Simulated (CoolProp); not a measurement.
A single-stage vapour-compression cycle with benzene: evaporating at 306.15 K (dew point), condensing at 335.15 K (bubble point), superheat 2 K, subcooling 8 K, compressor efficiency 0.8, no pressure losses. Each further row changes one setting.

Values from CoolProp's reference Helmholtz-energy equation of state, Thol 2012.

```
case                              cooling COP  pressure ratio  discharge temperature (K)  refrigerating effect (kJ/kg)  volumetric capacity (kJ/m³)
--------------------------------  -----------  --------------  -------------------------  ----------------------------  ---------------------------
as stated                                8.16            3.09                      350.4                           392                          219
evaporating temperature 311.15 K         10.1            2.50                      347.5                           398                          271
condensing temperature 330.15 K          9.98            2.59                      343.8                           401                          224
subcooling 13 K                          8.34            3.09                      350.4                           401                          224
superheat 12 K                           8.13            3.09                      360.2                           404                          218
compressor efficiency 0.7                7.14            3.09                      355.7                           392                          219
```
